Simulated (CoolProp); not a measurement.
A simple Rankine cycle with R1233zd(E): condensing at 314.15 K, boiler at 1.09 MPa, turbine inlet 390.1 K, turbine efficiency 0.8, pump efficiency 0.8, no recuperator. Each further row changes one setting.

Values from CoolProp's reference Helmholtz-energy equation of state, Akasaka 2022.

```json
[
 {"case": "as stated", "thermal efficiency (%)": "10.7", "net work (kJ/kg)": "25.3", "heat in (kJ/kg)": "236", "turbine exit temperature (K)": "…", "volume ratio over the turbine": "5.08"},
 {"case": "turbine inlet 410.1 K", "thermal efficiency (%)": "10.7", "net work (kJ/kg)": "27.4", "heat in (kJ/kg)": "257", "turbine exit temperature (K)": "367.4", "volume ratio over the turbine": "4.95"},
 {"case": "condensing temperature 306.15 K", "thermal efficiency (%)": "12.0", "net work (kJ/kg)": "…", "heat in (kJ/kg)": "245", "turbine exit temperature (K)": "340.6", "volume ratio over the turbine": "6.54"},
 {"case": "boiler pressure 0.763 MPa", "thermal efficiency (%)": "8.6", "net work (kJ/kg)": "…", "heat in (kJ/kg)": "…", "turbine exit temperature (K)": "…", "volume ratio over the turbine": "…"},
 {"case": "turbine efficiency 0.7", "thermal efficiency (%)": "9.3", "net work (kJ/kg)": "22.0", "heat in (kJ/kg)": "236", "turbine exit temperature (K)": "350.1", "volume ratio over the turbine": "…"}
]
```

Problem. Fill in the missing entries.

Solution. 
- as stated, turbine exit temperature (K): 346.4
- condensing temperature 306.15 K, net work (kJ/kg): 29.4
- boiler pressure 0.763 MPa, net work (kJ/kg): 20.8
- boiler pressure 0.763 MPa, heat in (kJ/kg): 242
- boiler pressure 0.763 MPa, turbine exit temperature (K): 358.2
- boiler pressure 0.763 MPa, volume ratio over the turbine: 3.43
- turbine efficiency 0.7, volume ratio over the turbine: 5.14
